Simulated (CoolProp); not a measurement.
Vapour-liquid equilibrium of n-hexane (1) + toluene (2) at 0.4 bar; x and y are mole fractions of (1).

Computed with CoolProp (multi-fluid Helmholtz-energy mixture model, Thol 2019 and Lemmon 2006; pair parameters Bell 2016).

Give the bubble temperature and the first vapour's composition at x = 0.5, 0.575, 0.65. Is there an azeotrope?

x = 0.5: 325.5 K, y = 0.805; x = 0.575: 323.6 K, y = 0.841; x = 0.65: 321.8 K, y = 0.873. No azeotrope shows between x = 0.05 and 0.95.

Pair parameters are fitted to limited data, so mixtures are less certain than the pure fluids.
